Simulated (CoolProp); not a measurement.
Methane along the isotherm 217.5 K: fugacity coefficient from the reference equation and from simpler models built on Tc = 190.6 K, pc = 4.599 MPa, ω = 0.011; each cubic takes its own stable root.

Model: reference Helmholtz-energy equation of state, Setzmann 1991, in CoolProp.

```
p (MPa)          phase  reference  van der Waals  Redlich-Kwong  Soave-Redlich-Kwong  Peng-Robinson
-------  -------------  ---------  -------------  -------------  -------------------  -------------
2.56               gas     0.8783         0.8822         0.8756               0.8761         0.8603
5.11     supercritical     0.7629         0.7661         0.7594               0.7605         0.7347
7.67     supercritical     0.6526         0.6489         0.6512               0.6530         0.6226
10.2     supercritical     0.5610         0.5609         0.5651               0.5672         0.5355
12.8     supercritical     0.4961         0.5046         0.5044               0.5066         0.4740
15.3     supercritical     0.4538         0.4701         0.4645               0.4667         0.4331
17.9     supercritical     0.4230         0.4468         0.4353               0.4375         0.4027
20.4     supercritical     0.4018         0.4324         0.4153               0.4174         0.3812
23       supercritical     0.3860         0.4234         0.4002               0.4023         0.3646
```
